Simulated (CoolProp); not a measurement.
Vapour-liquid equilibrium of R22 (1) + R113 (2) at 0.408 MPa; x and y are mole fractions of (1).

Values from CoolProp's multi-fluid Helmholtz-energy mixture model, Kamei 1995 and Marx 1992; pair parameters Bell 2016.

Task: Give the bubble temperature and the first vapour's composition at x = 0.55, 0.65, 0.85. Is there an azeotrope?

Result: x = 0.55: 282.6 K, y = 0.966; x = 0.65: 278.4 K, y = 0.976; x = 0.85: 271.7 K, y = 0.991. No azeotrope shows between x = 0.05 and 0.95.

The pair parameters rest on a limited set of measurements; away from them the model extrapolates. The gap from Raoult's law changes sign with composition, which may be real or a fault of the pair parameters; it wasn't checked against measurements.
